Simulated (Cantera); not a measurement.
Feed: 1 mol Fe3O4, 0.3 mol CH4, a varied amount of H2, held at 1750 K and 43.0 mbar.

These are equilibrium values from Cantera (NASA tables, ideal gas, pure condensed phases), not measurements of a reactor. Candidate condensed phases: C, C6H6, C7H8, C8H18, Fe, Fe(CO)5, FeO, Fe(OH)2, Fe(OH)3, Fe2O3, Fe3O4, H2O; 114 gas species. Mutual solubility and eutectic melting of coexisting phases are not modelled. The tables' stoichiometric FeO is somewhat more stable than real wüstite, so its field is too wide. FeO: taken at fixed stoichiometry. Rates play no part.

log p: log10 of the partial pressure in bar; n: condensed amount in mol.

```json
[
 {"n(H2) (mol)": "0.54", "log p H2": "-1.81", "log p H2O": "-1.73", "log p CO": "-2.17", "log p CO2": "-2.65", "log p H": "-4.54", "log p Fe": "-5.28", "log p OH": "-5.69", "n FeO(l)": "3.00", "n Fe(δ)": "0"},
 {"n(H2) (mol)": "2", "log p H2": "-1.58", "log p H2O": "-1.91", "log p CO": "-2.40", "log p CO2": "-3.30", "log p H": "-4.42", "log p Fe": "-4.86", "log p OH": "-5.99", "n FeO(l)": "2.84", "n Fe(δ)": "0.155"},
 {"n(H2) (mol)": "3.6", "log p H2": "-1.56", "log p H2O": "-1.90", "log p CO": "-2.60", "log p CO2": "-3.49", "log p H": "-4.41", "log p Fe": "-4.86", "log p OH": "-5.98", "n FeO(l)": "2.34", "n Fe(δ)": "0.660"},
 {"n(H2) (mol)": "5.1", "log p H2": "-1.55", "log p H2O": "-1.89", "log p CO": "-2.72", "log p CO2": "-3.61", "log p H": "-4.41", "log p Fe": "-4.86", "log p OH": "-5.98", "n FeO(l)": "1.86", "n Fe(δ)": "1.13"},
 {"n(H2) (mol)": "6.6", "log p H2": "-1.55", "log p H2O": "-1.89", "log p CO": "-2.82", "log p CO2": "-3.71", "log p H": "-4.41", "log p Fe": "-4.86", "log p OH": "-5.98", "n FeO(l)": "1.39", "n Fe(δ)": "1.61"},
 {"n(H2) (mol)": "8.1", "log p H2": "-1.55", "log p H2O": "-1.88", "log p CO": "-2.90", "log p CO2": "-3.79", "log p H": "-4.41", "log p Fe": "-4.86", "log p OH": "-5.97", "n FeO(l)": "0.917", "n Fe(δ)": "2.08"},
 {"n(H2) (mol)": "9.6", "log p H2": "-1.54", "log p H2O": "-1.88", "log p CO": "…", "log p CO2": "…", "log p H": "-4.41", "log p Fe": "-4.86", "log p OH": "-5.97", "n FeO(l)": "…", "n Fe(δ)": "…"},
 {"n(H2) (mol)": "11", "log p H2": "-1.54", "log p H2O": "-1.88", "log p CO": "-3.02", "log p CO2": "-3.91", "log p H": "-4.41", "log p Fe": "-4.86", "log p OH": "-5.97", "n FeO(l)": "0.000338", "n Fe(δ)": "3.00"},
 {"n(H2) (mol)": "13", "log p H2": "-1.51", "log p H2O": "-1.95", "log p CO": "-3.08", "log p CO2": "…", "log p H": "-4.39", "log p Fe": "-4.86", "log p OH": "-6.05", "n FeO(l)": "0", "n Fe(δ)": "3.00"},
 {"n(H2) (mol)": "14", "log p H2": "-1.50", "log p H2O": "-1.97", "log p CO": "-3.10", "log p CO2": "-4.13", "log p H": "-4.38", "log p Fe": "-4.86", "log p OH": "-6.09", "n FeO(l)": "0", "n Fe(δ)": "2.99"}
]
```

### Question
Some entries are withheld; supply them.

### Answer

- 13, log p CO2: -4.07
- 9.6, log p CO: -2.96
- 9.6, log p CO2: -3.86
- 9.6, n FeO(l): 0.443
- 9.6, n Fe(δ): 2.55
